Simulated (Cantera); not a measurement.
**Thermodynamics of hydrogen reduction and annealing atmospheres, feed Ta2O5 + H2**

A closed system holds: 1 mol Ta2O5, 250 mol H2, equilibrated at 1.33 mbar.

Cantera equilibrium calculation (NASA polynomials, part measured and part estimated; ideal gas, pure solids and liquids). Candidate condensed phases: H2O, Ta, Ta2O5; 12 gas species. Mutual solubility and eutectic melting of coexisting phases are not modelled. Condensed phases not in the tables: N, O or C dissolved in the metal. Rates play no part.

| T (°C) | log p H2 | log p H | log p TaO2 | log p H2O | log p TaO | log p OH | log p O | log p O2 | n Ta2O5(s) | n Ta(s) | n Ta2O5(l) |
|---|---|---|---|---|---|---|---|---|---|---|---|
| 527 | -2.88 | -12.98 | <-14 | -11.66 | <-14 | <-14 | <-14 | <-14 | 1.00 | 0 | 0 |
| 627 | -2.88 | -11.37 | <-14 | -10.50 | <-14 | <-14 | <-14 | <-14 | 1.000 | 0 | 0 |
| 727 | -2.88 | -10.08 | <-14 | -9.59 | <-14 | <-14 | <-14 | <-14 | 1.000 | 0 | 0 |
| 827 | -2.88 | -9.03 | <-14 | -8.84 | <-14 | <-14 | <-14 | <-14 | 1.000 | 0 | 0 |
| 927 | -2.88 | -8.14 | <-14 | -8.23 | <-14 | <-14 | <-14 | <-14 | 1.000 | 0.000441 | 0 |
| 1027 | -2.88 | -7.39 | -14.26 | -7.72 | <-14 | -14.12 | <-14 | <-14 | 0.999 | 0.00144 | 0 |
| 1127 | -2.88 | -6.75 | -12.55 | -7.28 | -13.20 | -12.86 | <-14 | <-14 | 0.998 | 0.00395 | 0 |
| 1227 | -2.88 | -6.19 | -11.08 | -6.90 | -11.75 | -11.76 | <-14 | <-14 | 0.995 | 0.00939 | 0 |
| 1327 | -2.88 | -5.70 | -9.79 | -6.58 | -10.48 | -10.81 | -13.72 | <-14 | 0.990 | 0.0199 | 0 |
| 1427 | -2.88 | -5.27 | -8.66 | -6.29 | -9.36 | -9.97 | -12.46 | <-14 | 0.981 | 0.0383 | 0 |
| 1527 | -2.88 | -4.89 | -7.66 | -6.04 | -8.37 | -9.23 | -11.35 | -14.86 | 0.964 | 0.0672 | 0 |
| 1627 | -2.89 | -4.54 | -6.78 | -5.82 | -7.49 | -8.57 | -10.35 | -13.65 | 0.929 | 0.104 | 0 |
| 1727 | -2.90 | -4.24 | -5.98 | -5.63 | -6.70 | -7.97 | -9.45 | -12.55 | 0.822 | 0.116 | 0 |
| 1827 | -2.92 | -3.96 | -5.31 | -5.43 | -6.07 | -7.41 | -8.60 | -11.49 | 0 | 0 | 0.436 |
log p: log10 of the partial pressure in bar; n: condensed amount in mol.

From 527 °C to 827 °C the condensed part is Ta2O5(s). From 927 °C to 1727 °C the condensed part is Ta(s) + Ta2O5(s). At 1827 °C the condensed part is Ta2O5(l).
